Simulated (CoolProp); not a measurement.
Model: reference Helmholtz-energy equation of state, Lemmon 2006, in CoolProp. It is a short technical equation, of lower accuracy than the large ones.

**Question.** Give the vapour pressure (MPa), vapour density (kg/m³), enthalpy of vaporisation (kJ/kg), surface tension (mN/m) of saturated CH3F (R41) at 242.3, 273.9 K.

**Answer.** 
| T (K) | p (MPa) | vapour density (kg/m³) | enthalpy of vaporisation (kJ/kg) | surface tension (mN/m) |
|---|---|---|---|---|
| 242.3 | 0.797 | 15.9 | 409 | 8.42 |
| 273.9 | 2.08 | 43.6 | 331 | 4.27 |

Surface tension comes from a separate correlation (Mulero 2012).
